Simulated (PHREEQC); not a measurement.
# Ultrapure water in contact with air or piping (model solution)

Synthetic water in mg/kgw, 90 °C, pH 5.97, pe 11.1:

```tsv
constituent	mg/kgw
Na	0.0374
K	0.241
Ca	0.0454
Mg	0.0633
Cl	0.213
S(6) as SO4	0.293
Alkalinity as HCO3	0.177
Si as SiO2	0.00314
Li	0.000173
O(0) (dissolved oxygen)	0.000357
```

Valence states are taken as typed.

The numbers come from PHREEQC with the ion-association model, phreeqc.dat.

* **ionic strength**: 2.30e-5 mol/kgw
* **charge-balance error**: 0.9 %

```csv
species,molality,activity,log γ
CO2,9.18e-6,9.18e-6,0.000
K+,6.16e-6,6.12e-6,-0.003
Cl-,6.01e-6,5.97e-6,-0.003
HCO3-,3.61e-6,3.59e-6,-0.003
SO4-2,3.04e-6,2.96e-6,-0.011
Mg+2,2.60e-6,2.53e-6,-0.011
Na+,1.63e-6,1.62e-6,-0.003
Ca+2,1.13e-6,1.10e-6,-0.011
H+,1.08e-6,1.07e-6,-0.003
```

No solid was allowed to form. Away from 25 °C the constants follow the database's enthalpies or fits; those with neither stay at their 25 °C values.
